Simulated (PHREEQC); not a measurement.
# Alkaline etch or developer (model solution)

Solution (25 °C): 0.0425 mol/kgw NaOH, 0.015 mol/kgw Na2SiO3 and 0.015 mol/kgw (CH3)4NCl. Closed to the air; pH follows from the charge balance.

Computed with PHREEQC (ion-association model, phreeqc.dat).

Precipitation was switched off in this run.

What pH, ionic strength does the model give?

pH 12.60; ionic strength 0.0927 mol/kgw.

In which forms is Si present?

H3SiO4- 65 %, H2SiO4-2 35 % of the Si.

(CH3)4N+ isn't in the database: it is added as a free cation with an ion size of 4 Å.
